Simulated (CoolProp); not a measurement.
R507A along the isotherm 370.1 K: density (kg/m³) from the reference equation and from simpler models built on Tc = 343.8 K, pc = 3705 kPa, ω = 0.286; each cubic takes its own stable root.

Model: reference Helmholtz-energy equation of state, Lemmon 2003, in CoolProp. It is a pseudo-pure fit of the blend.

| p (kPa) | phase | reference |
|---|---|---|
| 58.6 | gas | 1.891 |
| 94.6 | gas | 3.061 |
| 153 | gas | 4.973 |
| 247 | gas | 8.088 |
| 399 | gas | 13.22 |
| 645 | gas | 21.81 |
| 1040 | gas | 36.39 |
| 1680 | gas | 62.49 |
| 2720 | gas | 114.0 |
| 4390 | supercritical | 244.8 |
| 7100 | supercritical | 651.1 |
| 11500 | supercritical | 830.1 |
| 18500 | supercritical | 937.6 |

How far does each simpler model (ideal gas, van der Waals, Redlich-Kwong, Soave-Redlich-Kwong) lie from the reference over these 13 states: mean and median of the absolute difference, and the worst?


- ideal gas: mean 19.8 %, median 8.2 %, worst -65.0 % at 370.1 K and 7100 kPa
- van der Waals: mean 6.5 %, median 0.9 %, worst -27.7 % at 370.1 K and 18500 kPa
- Redlich-Kwong: mean 2.9 %, median 0.1 %, worst -12.6 % at 370.1 K and 11500 kPa
- Soave-Redlich-Kwong: mean 4.3 %, median 0.5 %, worst -18.8 % at 370.1 K and 7100 kPa
